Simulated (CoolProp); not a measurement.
Vapour-liquid equilibrium of carbon dioxide (1) + R152A (2) at 0.997 MPa; x and y are mole fractions of (1).

Computed with CoolProp (multi-fluid Helmholtz-energy mixture model, Span 1996 and Outcalt 1996; pair parameters Bell 2016).

```
x     bubble temperature, mixture model (°C)  bubble temperature, Raoult's law (°C)  y, mixture model  y, Raoult's law
----  --------------------------------------  -------------------------------------  ----------------  ---------------
0.05                                    32.6                                   29.3             0.253            0.356
0.2                                      7.0                                    3.3             0.687            0.762
0.35                                    -9.3                                  -11.6             0.850            0.889
0.5                                    -20.1                                  -21.5             0.921            0.943
0.65                                   -27.8                                  -28.7             0.958            0.971
0.8                                    -33.8                                  -34.3             0.981            0.987
0.95                                   -38.7                                  -38.9             0.996            0.997
```

The largest gap from Raoult's law is +3.7 K in bubble temperature, at x = 0.2. No azeotrope shows between x = 0.05 and 0.95.

The pair parameters rest on a limited set of measurements; away from them the model extrapolates.
